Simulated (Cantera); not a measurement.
## Counterflow diffusion flame

A counterflow diffusion flame at 0.450 bar, nozzles 20 mm apart: fuel side CH₄ : H₂ = 1 : 0.72 (molar parts) at 575 K, oxidiser side O₂ : N₂ = 0.2 : 0.8 (molar parts) at 650 K, fuel mass flux 0.57 times the oxidiser's; mixture-averaged transport, no radiation.

Computed with Cantera and GRI-Mech 3.0 (53 species, 325 reactions). GRI-Mech 3.0 has no aromatics or soot, which form on the fuel side of real flames. The maximum strain rate includes the flame's own expansion and is several times the mean.

```tsv
oxidiser flux (kg/m²/s)	max strain (1/s)	mean strain (1/s)	T max (K)	peak x OH	peak x H	peak x NO	peak x CO	peak x C₂H₂
0.27	447	137	2089	0.0120	0.0132	0.000168	0.0461	0.0124
0.43	692	218	2064	0.0116	0.0141	0.000136	0.0451	0.0122
0.7	1100	354	2034	0.0110	0.0150	0.000103	0.0444	0.0116
1.1	1680	557	2002	0.0102	0.0155	7.44e-5	0.0443	0.0106
1.8	2690	911	1958	0.00914	0.0157	4.60e-5	0.0449	0.00878
2.9	4220	1470	1898	0.00764	0.0150	2.31e-5	0.0458	0.00617
4.7	6470	2380	1748	0.00455	0.0109	4.24e-6	0.0438	0.00194
```
x: mole fraction; the columns are a selection and need not sum to one.
